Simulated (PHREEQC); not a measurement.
Brine with brine (model solution)

Solution A (3.7 mol/kgw HCl, 0.07 mol/kgw Na2B4O7 and 0.25 mol/kgw KBr) is mixed with solution B (0.011 mol MgSO4 and 0.21 mol H3BO3 per kg of water) at 20 °C; shares are by mass of water, 1 kg in all. No CO2 enters from the air. Solids allowed: Arcanite, Bischofite, Bloedite, Brucite, Carnallite, Epsomite, Glaserite, Halite, Hexahydrite, Kainite, Kieserite, Leonite, Mirabilite, Misenite, Schoenite, Sylvite, Thenardite, Borax, Boric_acid,s, KB5O8:4H2O, K2B4O7:4H2O, NaBO2:4H2O, NaB5O8:5H2O, Teepleite, MgCl2_4H2O. Others were left out.

Computed with PHREEQC (Pitzer model, pitzer.dat).

Problem. Predict pH, SO4-2 (mol/kgw), HSO4- (mol/kgw) at share of solution B = 0.25, 0.35, 0.95.

Solution. 
```tsv
share of solution B	pH	SO4-2 (mol/kgw)	HSO4- (mol/kgw)
0.25	-0.90	0.000621	0.00213
0.35	-0.75	0.000900	0.00295
0.95	0.84	0.00312	0.00733
```

In brines, pH and single-ion activities rest on the MacInnes convention.
